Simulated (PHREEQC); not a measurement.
Make-up at 25 °C: 0.0035 mol HBr and 8.3e-05 mol MnSO4 per kg of water. Closed to the air; pH follows from the charge balance.

Model: ion-association model, phreeqc.dat, run in PHREEQC.

No solid was allowed to form.

**Question.** Estimate the pH, specific conductance.

**Answer.** pH 2.48; specific conductance 1430 µS/cm.

**Question.** In which forms is S present?

**Answer.** SO4-2 79 %, HSO4- 21 %, MnSO4 0.7 % of the S.
